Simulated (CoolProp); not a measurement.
o-xylene along the isotherm 293.15 °C: fugacity coefficient from the reference equation and from simpler models built on Tc = 357.1 °C, pc = 3737 kPa, ω = 0.312; each cubic takes its own stable root.

Values from CoolProp's reference Helmholtz-energy equation of state, Zhou 2012.

```tsv
p (kPa)	phase	reference
3400	liquid	0.4012
6800	liquid	0.2275
10200	liquid	0.1714
13600	liquid	0.1448
17000	liquid	0.1303
20400	liquid	0.1219
23800	liquid	0.1171
27200	liquid	0.1146
30600	liquid	0.1139
34000	liquid	0.1145
37400	liquid	0.1161
```

Question: How far does each simpler model (van der Waals, Redlich-Kwong, Soave-Redlich-Kwong, Peng-Robinson) lie from the reference over these 11 states: mean and median of the absolute difference, and the worst?

Answer: 
- van der Waals: mean 97.2 %, median 95.9 %, worst +156.6 % at 293.15 °C and 37400 kPa
- Redlich-Kwong: mean 30.1 %, median 30.8 %, worst +39.1 % at 293.15 °C and 37400 kPa
- Soave-Redlich-Kwong: mean 13.9 %, median 14.4 %, worst +20.6 % at 293.15 °C and 37400 kPa
- Peng-Robinson: mean 2.1 %, median 2.3 %, worst +2.6 % at 293.15 °C and 13600 kPa
